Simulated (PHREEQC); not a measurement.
HCl is added in steps, without added water, to 1 kg of water holding 0.068 mol/kgw ZnCl2, 0.0017 mol/kgw NaCl and 0.0056 mol/kgw MnSO4, at 20 °C. No oxygen is let in. The system is closed to CO2. Nothing may precipitate in this run.

Base run: PHREEQC, ion-association model, phreeqc.dat. Each further column changes one thing. The table gives HSO4- (mol/kgw).

```json
[
 {"HCl added (mol)": "0", "base": "6.21e-7", "database wateq4f.dat": "6.34e-7", "Davies equation for every ion": "6.29e-7", "all activity coefficients set to 1": "5.74e-7", "metal-ligand complexes left out": "6.83e-7"},
 {"HCl added (mol)": "0.004125", "base": "0.000253", "database wateq4f.dat": "0.000248", "Davies equation for every ion": "0.000240", "all activity coefficients set to 1": "0.000150", "metal-ligand complexes left out": "0.000486"},
 {"HCl added (mol)": "0.00825", "base": "0.000486", "database wateq4f.dat": "0.000478", "Davies equation for every ion": "0.000463", "all activity coefficients set to 1": "0.000294", "metal-ligand complexes left out": "0.000898"},
 {"HCl added (mol)": "0.01375", "base": "0.000769", "database wateq4f.dat": "0.000758", "Davies equation for every ion": "0.000734", "all activity coefficients set to 1": "0.000478", "metal-ligand complexes left out": "0.00136"},
 {"HCl added (mol)": "0.01787", "base": "0.000963", "database wateq4f.dat": "0.000950", "Davies equation for every ion": "0.000922", "all activity coefficients set to 1": "0.000609", "metal-ligand complexes left out": "0.00165"},
 {"HCl added (mol)": "0.022", "base": "0.00114", "database wateq4f.dat": "0.00113", "Davies equation for every ion": "0.00110", "all activity coefficients set to 1": "0.000735", "metal-ligand complexes left out": "0.00190"},
 {"HCl added (mol)": "0.02612", "base": "0.00131", "database wateq4f.dat": "0.00130", "Davies equation for every ion": "0.00126", "all activity coefficients set to 1": "0.000857", "metal-ligand complexes left out": "0.00212"},
 {"HCl added (mol)": "0.03025", "base": "0.00147", "database wateq4f.dat": "0.00145", "Davies equation for every ion": "0.00141", "all activity coefficients set to 1": "0.000974", "metal-ligand complexes left out": "0.00231"},
 {"HCl added (mol)": "0.03575", "base": "0.00166", "database wateq4f.dat": "0.00164", "Davies equation for every ion": "0.00160", "all activity coefficients set to 1": "0.00112", "metal-ligand complexes left out": "0.00254"},
 {"HCl added (mol)": "0.03988", "base": "0.00179", "database wateq4f.dat": "0.00178", "Davies equation for every ion": "0.00173", "all activity coefficients set to 1": "0.00123", "metal-ligand complexes left out": "0.00269"},
 {"HCl added (mol)": "0.044", "base": "0.00192", "database wateq4f.dat": "0.00190", "Davies equation for every ion": "0.00186", "all activity coefficients set to 1": "0.00133", "metal-ligand complexes left out": "0.00283"}
]
```

 phreeqc.dat and wateq4f.dat share most of their constants, so their agreement is no independent check.
